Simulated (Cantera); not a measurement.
A closed system holds: 1 mol SiCl4, 2.4 mol HCl, 0.72 mol H2, held at 28.0 bar.

Method: chemical equilibrium by Gibbs-energy minimisation in Cantera with the NASA 1993 tables (ideal gas, pure condensed phases). Candidate condensed phases: Si; 19 gas species. The numbers say what is thermodynamically allowed, not how fast it happens. All values below are at 450 °C.

Base state: HCl 0.583, SiCl4 0.243, H2 0.175, SiHCl3 2.18e-5 (mole fractions); condensed: gas only.

### Question
What changes in the equilibrium state with this change: SiCl4 replaced by Si?

### Answer
| species | before | after |
|---|---|---|
| H2 | 0.175 | 0.707 |
| SiHCl3 | 2.18e-5 | 0.152 |
| SiCl4 | 0.243 | 0.128 |
| HCl | 0.583 | 0.000178 |
| SiH2Cl2 | <1e-9 | 0.0125 |
| SiH3Cl | <1e-9 | 0.000225 |
| Si(s), mol | 0 | 0.293 |
